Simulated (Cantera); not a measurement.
Cantera run:

```python
import numpy as np
import cantera as ct

gas_names = """
    H HNO HNO2 HNO3 HO2 H2 H2O H2O2 N NH NH2 NH3 NH2OH NO NO2 NO3 N2 N2H2 N2H4 N2O O OH O2 O3 Zr ZrN ZrO
    ZrO2
""".split()
cond_names = """
    H2O(s) H2O(L) Zr(a) Zr(b) Zr(L) ZrN(s) ZrN(L) ZrO2(a) ZrO2(b) ZrO2(L)
""".split()


def load(file, names, dense=False):
    # The tables refer to 1 bar. Condensed volumes are neglected.
    table = {s.name: s for s in ct.Species.list_from_file(file)}
    out = []
    for n in names:
        d = dict(table[n].input_data)
        d["thermo"] = dict(d["thermo"], **{"reference-pressure": 1e5})
        if dense:
            d["equation-of-state"] = {"model": "constant-volume", "density": "1e6 g/cm^3"}
        out.append(ct.Species.from_dict(d))
    return out


gas = ct.Solution(thermo="ideal-gas", species=load("nasa_gas.yaml", gas_names))
cond = {s.name: ct.Solution(thermo="fixed-stoichiometry", species=[s], name=s.name)
        for s in load("nasa_condensed.yaml", cond_names, dense=True)}
atoms = {
    'ZrO2': {'Zr': 1, 'O': 2},
    'H2': {'H': 2},
    'N2': {'N': 2},
}
top_T = {}  # K; cautious upper limits of use, not melting points


def equilibrate(T, P, feed):
    n = {}
    for name, mol in feed.items():
        for a, k in atoms[name].items():
            n[a] = n.get(a, 0.0) + k * mol
    gas.TPX = T, P, n
    mass = sum(n.values()) * gas.mean_molecular_weight
    gas.equilibrate("TP")
    valid = [c for c in cond.values() if c.min_temp <= T <= top_T.get(c.name, c.max_temp)]
    mix = ct.Mixture([(gas, mass / gas.mean_molecular_weight)] + [(c, 0.0) for c in valid])
    mix.T, mix.P = T, P
    mix.equilibrate("TP", solver="vcs", rtol=1e-11, max_steps=5000)
    return mix


results = []
feed = {'ZrO2': 1, 'H2': 0.42, 'N2': 54}  # mol
P = 360000  # Pa
for T in [1548, 1598, 1648, 1698, 1748, 1798, 1848, 1898, 1948, 1998, 2048, 2098, 2148]:
    mix = equilibrate(T, P, feed)
    results.append((T, P, feed, dict(zip(mix.species_names, mix.species_moles))))

top = {s: max(r[3][s] / sum(r[3][g] for g in gas_names) for r in results) for s in gas_names}
cols = sorted((s for s in top if top[s] > 0.0001), key=lambda s: -top[s])[:6]
seen = [c for c in cond_names if any(r[3].get(c, 0) > 1e-12 for r in results)]
print("log10 of partial pressures in bar; condensed amounts in mol")
print(f"{'T/K':>10s}" + "".join(f"{s[:9]:>10s}" for s in cols + seen))
for T, P, feed, n in results:
    ng = sum(n[g] for g in gas_names)
    print(f"{T:10.4g}" + "".join(f"{np.log10(max(n[s] / ng * P / 1e5, 1e-99)):10.3f}" for s in cols)
          + "".join(f"{n.get(c, 0):10.4g}" for c in seen))
```

Result:

```
log10 of partial pressures in bar; condensed amounts in mol
       T/K        N2        H2         H    ZrN(s)   ZrO2(b)
      1548     0.553    -1.556    -5.290 1.064e-05         1
      1598     0.553    -1.556    -5.052 1.391e-05         1
      1648     0.553    -1.556    -4.829 1.788e-05         1
      1698     0.553    -1.556    -4.618 2.265e-05         1
      1748     0.553    -1.557    -4.419  2.83e-05         1
      1798     0.553    -1.557    -4.232 3.492e-05         1
      1848     0.553    -1.557    -4.054 4.259e-05         1
      1898     0.553    -1.557    -3.886  5.14e-05    0.9999
      1948     0.553    -1.558    -3.726 6.143e-05    0.9999
      1998     0.553    -1.558    -3.574 7.275e-05    0.9999
      2048     0.553    -1.559    -3.430 8.544e-05    0.9999
      2098     0.553    -1.560    -3.292 9.954e-05    0.9999
      2148     0.553    -1.562    -3.161 0.0001151    0.9999
```

Equilibrium computed with Cantera from the NASA thermochemical tables; the gas is ideal and each condensed phase is pure. Mutual solubility and eutectic melting of coexisting phases are not modelled. ZrN: taken at fixed stoichiometry. Condensed phases not in the tables: solid solutions among these carbides, nitrides and lower oxides.
